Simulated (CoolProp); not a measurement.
Vapour-liquid equilibrium of nitrogen (1) + carbon monoxide (2) at 78.7 K; x and y are mole fractions of (1).

The numbers come from the multi-fluid Helmholtz-energy mixture model, Span 2000 and Lemmon 2006; pair parameters Gernert 2013 in CoolProp.

| x | bubble pressure (MPa) | y at the bubble point | dew pressure at overall composition x (MPa) | liquid density (mol/L) |
|---|---|---|---|---|
| 0.05 | 0.07433 | 0.084 | 0.07316 | 28.75 |
| 0.2 | 0.08260 | 0.302 | 0.07852 | 28.70 |
| 0.35 | 0.09049 | 0.478 | 0.08463 | 28.65 |
| 0.5 | 0.09786 | 0.622 | 0.09159 | 28.60 |
| 0.65 | 0.1046 | 0.746 | 0.09935 | 28.57 |
| 0.8 | 0.1109 | 0.858 | 0.1077 | 28.55 |
| 0.95 | 0.1166 | 0.964 | 0.1159 | 28.55 |

No azeotrope shows between x = 0.05 and 0.95.

The pair parameters rest on a limited set of measurements; away from them the model extrapolates.
